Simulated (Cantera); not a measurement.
## Equilibrium for hydrogen reduction and annealing atmospheres: Cr₂O₃ + H₂ + H₂O

Charge: 1 mol Cr₂O₃, 0.44 mol H₂, 2.4 mol H₂O, at 1073.15 K and 1.00 Torr.

Equilibrium computed with Cantera from the NASA thermochemical tables; the gas is ideal and each condensed phase is pure. Candidate condensed phases: Cr, Cr₂O₃, H₂O; 13 gas species. Rates play no part.

```json
{
 "x(H₂O)": "0.845",
 "x(H₂)": "0.155",
 "n(Cr₂O₃(s))": "1.00 mol",
 "gas_amount": "2.840 mol",
 "log10 activity of Cr(s) (absent)": "-8.06"
}
```
